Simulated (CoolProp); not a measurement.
Ethanol at 298.15 K and 0.133 MPa is throttled through a valve to 0.025 MPa with no heat exchange. Each further row changes one setting.

The numbers come from the reference Helmholtz-energy equation of state, Schroeder 2014 in CoolProp.

```tsv
case	temperature change (K)	final phase	final density (kg/m³)
as stated	+0.0	liquid	785
outlet pressure 0.0075 MPa	-0.9	two-phase, vapour fraction 0.002	54.5
outlet pressure 0.0325 MPa	+0.0	liquid	785
```
